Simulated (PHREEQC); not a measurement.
PHREEQC input (ion-association model, wateq4f.dat):

```
SOLUTION_MASTER_SPECIES
  An  An-  0  An  62.0  # stands for a non-complexing anion
SOLUTION_SPECIES
  An- = An-
    -log_k 0
    -gamma 3.0 0
PHASES
  Fix_H+
    H+ = H+
    -log_k 0
SOLUTION 1
  temp 25
  units mmol/kgw
  pH 7 charge
  Cl 24
  Zn 12
  Na 50
  An 50
END
SELECTED_OUTPUT 1
  -reset false
  -pH true
  -pe true
  -ionic_strength true
  -water true
  -totals Cl Na Zn
  -molalities Hfo_wOH Hfo_wOH2+ Hfo_wO- Hfo_sOH Hfo_sOH2+ Hfo_sO- Hfo_sOZn+ Hfo_wOZn+
  -saturation_indices Zincite(c) Zn5(OH)8Cl2 Halite
USER_PUNCH 1
  -headings sigma psi
  10 PUNCH EDL("sigma", "Hfo"), EDL("psi", "Hfo")
PRINT
  -reset false
USE solution 1
SURFACE 1
  Hfo_wOH 0.00606742 600 2.7
  Hfo_sOH 0.000151685
EQUILIBRIUM_PHASES 1
  Fix_H+ -4 HAn 10
    -force_equality true
  O2(g) -0.68 10
END
# ... the last block is repeated for the other 16 points of pH, with NaOH or the acid as the point needs
```

Selected output (columns that matter, 16 of 17 rows; pH added in front):

```
pH	mu	Cl	Na	Zn	m_Hfo_wOH	m_Hfo_wOH2+	m_Hfo_wO-	m_Hfo_sOH	m_Hfo_sOH2+	si_Zincite(c)	si_Zn5(OH)8Cl2	si_Halite	sigma	psi
4	0.088067	0.024	0.05	0.011973	0.00088266	0.00518	3.4456e-06	1.8285e-05	0.0001073	-5.4563	-21.559	-4.7224	0.31635	0.14916
4.5	0.087333	0.024	0.05	0.011893	0.0016894	0.004352	1.5024e-05	1.5471e-05	3.9853e-05	-4.4582	-17.568	-4.7218	0.26708	0.14074
5	0.086481	0.024	0.05	0.011775	0.0025896	0.003348	4.5885e-05	4.5555e-06	5.8897e-06	-3.4614	-13.583	-4.721	0.21044	0.12887
5.5	0.084736	0.024	0.05	0.011324	0.0032616	0.0021675	0.00011243	9.7428e-07	6.4746e-07	-2.476	-9.6538	-4.7193	0.16271	0.11639
6	0.082308	0.023999	0.051401	0.010081	0.0031986	0.00081251	0.00028846	2.8667e-07	7.282e-08	-1.5234	-5.8873	-4.7047	0.14552	0.11152
6.5	0.081053	0.023998	0.053721	0.0088559	0.0022055	0.00015618	0.00071348	1.1696e-07	8.2822e-09	-0.5787	-2.1615	-4.6839	0.15404	0.11476
7	0.080202	0.023998	0.055175	0.0080885	0.0010699	2.1553e-05	0.0012166	4.5176e-08	9.101e-10	0.3805	1.6357	-4.6714	0.16175	0.11747
7.5	0.079641	0.023997	0.056069	0.0077209	0.00041062	2.5288e-06	0.0015274	1.5797e-08	9.7286e-11	1.3516	5.4908	-4.6644	0.16399	0.11834
8.5	0.076511	0.023997	0.061762	0.0076876	5.9369e-05	4.3698e-08	0.0018478	2.2657e-09	1.6677e-12	3.1175	12.316	-4.6232	0.14674	0.11376
9	0.073894	0.023997	0.068995	0.0079952	3.8164e-05	1.5328e-08	0.0021767	1.5726e-09	6.3163e-13	3.5391	13.431	-4.57	0.10881	0.099746
9.5	0.073584	0.023997	0.072314	0.008342	3.4314e-05	1.0673e-08	0.0025273	1.5536e-09	4.8323e-13	3.6553	13.02	-4.5457	0.067273	0.076736
10	0.074118	0.023997	0.073676	0.0086016	3.376e-05	9.367e-09	0.0027874	1.6505e-09	4.5794e-13	3.6785	12.139	-4.5366	0.036311	0.050093
10.5	0.075284	0.023997	0.075126	0.0087903	3.4652e-05	9.2455e-09	0.0029752	1.7984e-09	4.7985e-13	3.6582	11.037	-4.5287	0.01388	0.021521
11	0.078109	0.023997	0.078072	0.0089585	3.8319e-05	1.0714e-08	0.0031397	2.1043e-09	5.8834e-13	3.5696	9.591	-4.5145	-0.0059405	-0.0092591
11.5	0.084712	0.023997	0.084489	0.0091861	4.8978e-05	1.6372e-08	0.0033566	2.9191e-09	9.7577e-13	3.3497	7.485	-4.486	-0.03242	-0.043426
12	0.10004	0.023997	0.09873	0.0096485	7.5547e-05	3.4477e-08	0.0037924	5.4466e-09	2.4856e-12	2.9432	4.4384	-4.4306	-0.085925	-0.081003
```

Along this series the solution becomes supersaturated in solids that the run did not let form, among them Zincite(c), Zn5(OH)8Cl2.
